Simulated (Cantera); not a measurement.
Cantera with NASA thermochemical tables; ideal gases at 1 bar, condensed phases pure. Values are per mole of reaction as written; species without (g) are pure solids or liquids, kept so even where they would boil at 1 bar. TaC: taken at fixed stoichiometry.

Q: Between 300 and 1323 K, where is each reaction favourable under standard conditions?
- 2 CO(g) + TaO₂(g) ⇌ 2 CO₂(g) + Ta
- 7 O(g) + 2 TaC ⇌ Ta₂O₅ + 2 CO(g)

A: 
- 2 CO(g) + TaO₂(g) ⇌ 2 CO₂(g) + Ta: ΔG° is -303 kJ at 300 K and -97 kJ at 1323 K; it stays negative (K > 1). ΔH° is -354 kJ and ΔS° -194 J/K at 1323 K.
- 7 O(g) + 2 TaC ⇌ Ta₂O₅ + 2 CO(g): ΔG° is -3521 kJ at 300 K and -2813 kJ at 1323 K; it stays negative (K > 1). ΔH° is -3732 kJ and ΔS° -694 J/K at 1323 K.
